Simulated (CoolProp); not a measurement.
Ethylene along the isotherm 287.5 K: fugacity coefficient from the reference equation and from simpler models built on Tc = 282.4 K, pc = 50.42 bar, ω = 0.087; each cubic takes its own stable root.

Computed with CoolProp (reference Helmholtz-energy equation of state, Smukala 2000).

```
p (bar)          phase  reference
-------  -------------  ---------
0.239              gas     0.9985
0.544              gas     0.9966
1.24               gas     0.9922
2.82               gas     0.9822
6.42               gas     0.9597
14.6               gas     0.9090
33.2               gas     0.7955
75.6     supercritical     0.5191
```

Q: How far does each simpler model (van der Waals, Redlich-Kwong, Soave-Redlich-Kwong, Peng-Robinson) lie from the reference over these 8 states: mean and median of the absolute difference, and the worst?

A: 
- van der Waals: mean 1.3 %, median 0.3 %, worst +6.0 % at 287.5 K and 75.6 bar
- Redlich-Kwong: mean 0.2 %, median 0.0 %, worst +1.2 % at 287.5 K and 75.6 bar
- Soave-Redlich-Kwong: mean 0.2 %, median 0.0 %, worst +1.5 % at 287.5 K and 75.6 bar
- Peng-Robinson: mean 0.9 %, median 0.4 %, worst -2.9 % at 287.5 K and 75.6 bar
